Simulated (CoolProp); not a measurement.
Saturation properties of octamethylcyclotetrasiloxane (D4) (Tc = 586.5 K, pc = 1.347 MPa, ω = 0.598).

The numbers come from the reference Helmholtz-energy equation of state, Thol 2015 in CoolProp.

| T (K) | p (MPa) | vapour density (kg/m³) | liquid cp (kJ/(kg K)) | surface tension (mN/m) |
|---|---|---|---|---|
| 344.2 | 0.002315 | 0.2410 | 1.755 | 14.6 |
| 364 | 0.005921 | 0.5856 | 1.796 | 13.2 |
| 383.9 | 0.01339 | 1.266 | 1.840 | 11.8 |
| 403.7 | 0.02717 | 2.473 | 1.886 | 10.4 |
| 423.5 | 0.05059 | 4.467 | 1.933 | 9.05 |
| 443.3 | 0.08772 | 7.584 | 1.982 | 7.74 |
| 463.2 | 0.1437 | 12.29 | 2.034 | 6.46 |
| 483 | 0.2235 | 19.13 | 2.089 | 5.23 |
| 502.8 | 0.3335 | 29.01 | 2.151 | 4.05 |
| 522.6 | 0.4811 | 43.38 | 2.227 | 2.92 |

It boils at 448.9 K under 1 atm.

Surface tension comes from a separate correlation (Mulero 2014), older than this fluid's equation and unchecked against measurements.
